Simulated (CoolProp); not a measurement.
The fluid at 298.15 K and 3.76 MPa (gas) is heated at constant pressure to 461.4 K. The same conditions are run with several fluids, on thermodynamics alone (safety and materials aside).

Values from CoolProp's reference Helmholtz-energy equation of state of each fluid (methane: Setzmann 1991; carbon dioxide: Span 1996; dry air: Lemmon 2000; CF4 (R14): Platzer 1990). The equations of Platzer and Polt are older, rougher fits. Blends and air are pseudo-pure fits.

Rank methane, carbon dioxide, dry air, CF4 (R14) by heat (kJ/kg), highest first.

methane (425), carbon dioxide (179), dry air (171), CF4 (R14) (139)

```
fluid           final density (kg/m³)
--------------  ---------------------
methane                          15.8
carbon dioxide                   44.8
dry air                          28.0
CF4 (R14)                        86.8
```
